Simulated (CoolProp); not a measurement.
Vapour-liquid equilibrium of R142b (1) + R113 (2) at 33.2 kPa; x and y are mole fractions of (1).

Values from CoolProp's multi-fluid Helmholtz-energy mixture model, Lemmon 2006 and Marx 1992; pair parameters Bell 2016.

```
x      bubble temperature (K)  y at the bubble point  dew temperature at overall composition x (K)  liquid density (mol/L)
-----  ----------------------  ---------------------  --------------------------------------------  ----------------------
0.05                    280.8                  0.380                                         289.6                   8.672
0.125                   270.4                  0.647                                         287.8                   8.981
0.2                     263.5                  0.771                                         285.9                   9.260
0.275                   258.6                  0.838                                         283.9                   9.526
0.35                    254.9                  0.879                                         281.7                   9.787
0.425                   252.0                  0.907                                         279.3                   10.05
0.5                     249.6                  0.927                                         276.6                   10.32
0.575                   247.7                  0.942                                         273.6                   10.59
0.65                    246.0                  0.955                                         270.3                   10.88
0.725                   244.4                  0.966                                         266.3                   11.17
0.8                     243.0                  0.976                                         261.5                   11.48
0.875                   241.7                  0.985                                         255.3                   11.81
0.95                    240.3                  0.994                                         246.7                   12.16
```

No azeotrope shows between x = 0.05 and 0.95.

Pair parameters are fitted to limited data, so mixtures are less certain than the pure fluids.
